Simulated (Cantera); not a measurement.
A freely propagating, adiabatic, planar premixed flame of 30.5 % H₂, 13.9 % O₂, 55.6 % N₂, equivalence ratio 1.1, unburnt at 375 K and 1.00 atm; mixture-averaged transport, grid criteria slope 0.08 and curve 0.16, no radiation.

Model: the H2/O2 subset of GRI-Mech 3.0, which has no nitrogen chemistry, integrated in Cantera. Burning velocities carry a grid error of a few per cent, more on coarse grids.

x: mole fraction of selected species; z is measured from the peak of heat release.

| z (mm) | T (K) | u (m/s) | x H₂ | x O₂ | x OH | x H | x HO₂ | x O |
|---|---|---|---|---|---|---|---|---|
| -1.14 | 375 | 3.39 | 0.305 | 0.139 | <1e-8 | <1e-8 | <1e-8 | <1e-8 |
| -0.761 | 375 | 3.39 | 0.305 | 0.139 | <1e-8 | <1e-8 | <1e-8 | <1e-8 |
| -0.570 | 375 | 3.39 | 0.305 | 0.139 | <1e-8 | <1e-8 | <1e-8 | <1e-8 |
| -0.380 | 375 | 3.39 | 0.305 | 0.139 | <1e-8 | <1e-8 | 3.03e-8 | <1e-8 |
| -0.190 | 386 | 3.46 | 0.300 | 0.140 | 4.40e-6 | 1.47e-6 | 5.91e-5 | 8.80e-7 |
| -0.0951 | 627 | 5.45 | 0.264 | 0.137 | 0.000993 | 0.00233 | 0.000347 | 0.000131 |
| 0 | 1114 | 9.33 | 0.175 | 0.105 | 0.00220 | 0.0242 | 0.000112 | 0.00293 |
| 0.0951 | 1452 | 12.0 | 0.0885 | 0.0497 | 0.00683 | 0.0478 | 4.45e-5 | 0.00802 |
| 0.190 | 1619 | 13.3 | 0.0589 | 0.0261 | 0.0103 | 0.0506 | 2.12e-5 | 0.00900 |
| 0.380 | 1783 | 14.5 | 0.0523 | 0.0176 | 0.0128 | 0.0413 | 1.22e-5 | 0.00796 |
| 0.761 | 1939 | 15.7 | 0.0508 | (withheld) | 0.0137 | (withheld) | (withheld) | (withheld) |
| 1.52 | 2084 | 16.6 | 0.0475 | 0.0101 | 0.0133 | 0.0197 | 4.98e-6 | 0.00398 |
| 3.04 | 2204 | 17.4 | 0.0429 | 0.00685 | 0.0117 | 0.0123 | 2.93e-6 | 0.00235 |

**Question.** Fill in the missing entries.

**Answer.** 
- 0.761, x O₂: 0.0138
- 0.761, x H: 0.0296
- 0.761, x HO₂: 7.99e-6
- 0.761, x O: 0.00599
